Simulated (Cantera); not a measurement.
Mixture: CH₄ : C₂H₆ : C₃H₈ : O₂ : N₂ = 1 : 0.08 : 0.045 : 5.96 : 22.4 (molar parts), at 1280 Torr, adiabatic and at constant volume. Ignition delay is the time to a rise of 400 K.

Cantera simulation using GRI-Mech 3.0 (53 species, 325 reactions); the numbers are that mechanism's predictions, not measurements.

**Question.** What does this change do: 1.8 parts CO2 added?

**Answer.** 
```tsv
quantity	before	after
delay at 1025 K	49.4 ms	51.6 ms
delay at 1225 K	2.27 ms	2.43 ms
delay at 1425 K	0.217 ms	0.234 ms
delay at 1625 K	43.1 µs	46.3 µs
delay at 1825 K	15.4 µs	16.7 µs
apparent activation energy between 1725 and 1925 K	110 kJ/mol	110 kJ/mol
```
